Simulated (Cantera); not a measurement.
A closed system holds: 1 mol Si3N4, 0.024 mol CO2, 250 mol H2, at 13.3 mbar.

These are equilibrium values from Cantera (NASA tables, ideal gas, pure condensed phases), not measurements of a reactor. Candidate condensed phases: C, C6H6, C7H8, C8H18, H2O, Si, SiC, SiO2, Si2N2O, Si3N4; 151 gas species. Mutual solubility and eutectic melting of coexisting phases are not modelled. Rates play no part.

log p: log10 of the partial pressure in bar; n: condensed amount in mol.

| T (K) | log p H2 | log p N2 | log p H | log p SiO | log p Si | log p CO | n Si(s) | n SiC(s) | n Si2N2O(s) | n Si3N4(s) |
|---|---|---|---|---|---|---|---|---|---|---|
| 1473 | -1.88 | -4.56 | -5.84 | -6.35 | -8.26 | -7.96 | 0.725 | 0.0237 | 0.0395 | 0.721 |
| 1498 | -1.88 | … | … | … | … | … | … | 0.0234 | … | … |
| 1523 | -1.88 | -4.13 | -5.57 | -5.82 | -7.74 | -7.36 | 2.03 | 0.0229 | 0.0189 | 0.293 |
| 1548 | -1.88 | -3.98 | … | -5.61 | … | -7.10 | 2.93 | 0.0222 | 0 | 0 |
| 1573 | -1.88 | -3.98 | -5.33 | -5.61 | -7.26 | -7.07 | 2.93 | 0.0219 | 0 | 0 |
| 1598 | -1.88 | -3.98 | -5.21 | -5.61 | -7.03 | -7.03 | 2.93 | 0.0217 | 0 | 0 |
| 1623 | -1.88 | -3.98 | -5.10 | -5.61 | -6.81 | -7.00 | 2.93 | 0.0214 | 0 | 0 |

Q: Some entries are withheld; supply them.

A: 
- 1548, log p H: -5.45
- 1548, log p Si: -7.50
- 1498, log p N2: -4.34
- 1498, log p H: -5.70
- 1498, log p SiO: -6.08
- 1498, log p Si: -8.00
- 1498, log p CO: -7.65
- 1498, n Si(s): 1.23
- 1498, n Si2N2O(s): 0.0321
- 1498, n Si3N4(s): 0.555
